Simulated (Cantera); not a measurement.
**Counterflow diffusion flame**

A counterflow diffusion flame at 1950 Torr, nozzles 20 mm apart: fuel side 41.3 % CO, 4.96 % H2, 53.7 % N2 at 598 K, oxidiser side 22.0 % O2, 78.0 % N2 at 523 K, fuel mass flux 0.97 times the oxidiser's; mixture-averaged transport, no radiation.

Model: GRI-Mech 3.0 (53 species, 325 reactions), integrated in Cantera. The hydrogen kinetics of GRI-Mech 3.0 are dated; newer H2 mechanisms differ, most at raised pressure. The maximum strain rate includes the flame's own expansion and is several times the mean.

```json
[
 {"oxidiser flux (kg/m²/s)": "1.6", "max strain (1/s)": "304", "mean strain (1/s)": "102", "T max (K)": "1958", "peak x OH": "0.00316", "peak x H": "0.00316", "peak x NO": "7.76e-5", "peak x CO": "0.414"},
 {"oxidiser flux (kg/m²/s)": "2.3", "max strain (1/s)": "433", "mean strain (1/s)": "146", "T max (K)": "1926", "peak x OH": "0.00324", "peak x H": "0.00366", "peak x NO": "6.66e-5", "peak x CO": "0.414"},
 {"oxidiser flux (kg/m²/s)": "3.3", "max strain (1/s)": "614", "mean strain (1/s)": "210", "T max (K)": "1891", "peak x OH": "0.00329", "peak x H": "0.00419", "peak x NO": "5.80e-5", "peak x CO": "0.414"},
 {"oxidiser flux (kg/m²/s)": "4.9", "max strain (1/s)": "903", "mean strain (1/s)": "312", "T max (K)": "1850", "peak x OH": "0.00330", "peak x H": "0.00480", "peak x NO": "5.01e-5", "peak x CO": "0.414"},
 {"oxidiser flux (kg/m²/s)": "7.2", "max strain (1/s)": "1310", "mean strain (1/s)": "458", "T max (K)": "1806", "peak x OH": "0.00327", "peak x H": "0.00540", "peak x NO": "4.35e-5", "peak x CO": "0.414"},
 {"oxidiser flux (kg/m²/s)": "11", "max strain (1/s)": "1990", "mean strain (1/s)": "700", "T max (K)": "1753", "peak x OH": "0.00315", "peak x H": "0.00600", "peak x NO": "3.66e-5", "peak x CO": "0.414"},
 {"oxidiser flux (kg/m²/s)": "15", "max strain (1/s)": "2680", "mean strain (1/s)": "955", "T max (K)": "1709", "peak x OH": "0.00301", "peak x H": "0.00633", "peak x NO": "3.14e-5", "peak x CO": "0.414"},
 {"oxidiser flux (kg/m²/s)": "23", "max strain (1/s)": "4050", "mean strain (1/s)": "1460", "T max (K)": "1637", "peak x OH": "0.00267", "peak x H": "0.00648", "peak x NO": "2.33e-5", "peak x CO": "0.414"}
]
```
x: mole fraction; the columns are a selection and need not sum to one.
